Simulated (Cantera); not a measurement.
A closed system holds: 1 mol FeS2, 0.27 mol O2, at 100000 Pa.

Method: chemical equilibrium by Gibbs-energy minimisation in Cantera with the NASA 1993 tables (ideal gas, pure condensed phases). Candidate condensed phases: Fe, FeO, FeS, FeSO4, FeS2, Fe2O3, Fe2(SO4)3, Fe3O4, S; 12 gas species. FeS: taken at fixed stoichiometry. Gases not in the tables: S3 to S7. Rates play no part.

Question: Which condensed phases are stable at each of these points (T (°C)): 400, 550, 700, 850, 1000, 1150, 1300, 1450, 1600?

Answer: 
```
T (°C)    condensed phases  Fe condensed (%)
------  ------------------  ----------------
400     FeS2(s) + Fe2O3(s)             100.0
550     FeS2(s) + Fe3O4(s)             100.0
700       FeS(s) + FeS2(s)             100.0
850                 FeS(s)             100.0
1000                FeS(s)             100.0
1150                FeS(s)             100.0
1300                FeS(l)             100.0
1450                FeS(l)             100.0
1600                FeS(l)             100.0
```

At 400 °C the condensed part is FeS2(s) + Fe2O3(s). At 550 °C the condensed part is FeS2(s) + Fe3O4(s). At 700 °C the condensed part is FeS(s) + FeS2(s). From 850 °C to 1150 °C the condensed part is FeS(s). From 1300 °C to 1600 °C the condensed part is FeS(l).
